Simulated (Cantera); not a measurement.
Charge: 1 mol C3H6, 0.6 mol NH3, 3.3 mol H2, equilibrated at 1 atm.

Cantera equilibrium calculation (NASA polynomials, part measured and part estimated; ideal gas, pure solids and liquids). Candidate condensed phases: C, C6H6, C7H8, C8H18; 110 gas species. Ions and electrons are included (thermal ionisation). Rates play no part.

What share of the C ends up in condensed phases as a function of T (K), at 2000, 2500, 3000, 3500, 4000, 4500, 5000?


```csv
T (K),C condensed (%),as
2000,98.8,C(graphite)
2500,91.4,C(graphite)
3000,63.6,C(graphite)
3500,0.0,-
4000,0.0,-
4500,0.0,-
5000,0.0,-
```
